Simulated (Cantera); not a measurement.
# Pb + N2 (iron carbonyl, mercury and lead vapours)

Input: 1 mol Pb, 36 mol N2, held at 19.0 Pa.

Equilibrium computed with Cantera from the NASA thermochemical tables; the gas is ideal and each condensed phase is pure. Candidate condensed phases: Pb; 4 gas species. Rates play no part.

```tsv
T (K)	x N2	x Pb	x Pb2	n Pb(s)	n Pb(l)
575	1.00	5.05e-9	<1e-12	1.00	0
650	1.00	4.92e-7	<1e-12	0	1.000
725	1.000	1.78e-5	<1e-12	0	0.999
800	1.000	0.000323	2.34e-11	0	0.988
875	0.996	0.00355	1.30e-9	0	0.872
950	0.974	0.0265	3.79e-8	0	0.0207
1025	0.973	0.0270	2.26e-8	0	0
1100	0.973	0.0270	1.40e-8	0	0
1175	0.973	0.0270	9.15e-9	0	0
1250	0.973	0.0270	6.31e-9	0	0
1325	0.973	0.0270	4.53e-9	0	0
```
x: gas mole fraction; n: condensed amount in mol.

At 575 K the condensed part is Pb(s). From 650 K to 950 K the condensed part is Pb(l). From 1025 K to 1325 K nothing is condensed.
